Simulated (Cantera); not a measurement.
A perfectly stirred reactor is fed with 78.7 % NO, 21.3 % N2, at 3700 Pa; it is held at 1950 K, and followed from long to short residence time.

Computed with Cantera and GRI-Mech 3.0 (53 species, 325 reactions). Radical loss at walls, strong at low pressure, is not modelled.

Q: Predict: x(NO) at τ = 1.50 s; x(NO2) at τ = 1.50 s; x(N2O) at τ = 1.50 s; x(O) at τ = 1.50 s; x(O2) at τ = 1.50 s; x(NO) at τ = 11.0 ms; x(NO2) at τ = 11.0 ms; x(N2O) at τ = 11.0 ms; x(O) at τ = 11.0 ms; x(O2) at τ = 11.0 ms.

A: 
```
Item                      Value
---------------------  --------
x(NO) at τ = 1.50 s       0.694
x(NO2) at τ = 1.50 s   0.000115
x(N2O) at τ = 1.50 s   0.000162
x(O) at τ = 1.50 s     0.000614
x(O2) at τ = 1.50 s      0.0461
x(NO) at τ = 11.0 ms      0.787
x(NO2) at τ = 11.0 ms   2.63e-5
x(N2O) at τ = 11.0 ms  0.000113
x(O) at τ = 11.0 ms    0.000163
x(O2) at τ = 11.0 ms   0.000109
```
